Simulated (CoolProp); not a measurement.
Model: reference Helmholtz-energy equation of state, Thol 2018, in CoolProp.

**Question.** For hydrogen chloride, give the phase and the Z, cp (kJ/(kg K)), isothermal compressibility (1/MPa), fugacity coefficient at 301.2 K and 9.77 MPa; 318 K and 9.77 MPa; 351.8 K and 9.77 MPa.

**Answer.** 
- 301.2 K and 9.77 MPa: liquid; Z 0.169, cp 2.23, isothermal compressibility 0.00984, fugacity coefficient 0.405
- 318 K and 9.77 MPa: liquid; Z 0.183, cp 3.05, isothermal compressibility 0.0268, fugacity coefficient 0.518
- 351.8 K and 9.77 MPa: supercritical; Z 0.577, cp 2.82, isothermal compressibility 0.203, fugacity coefficient 0.687
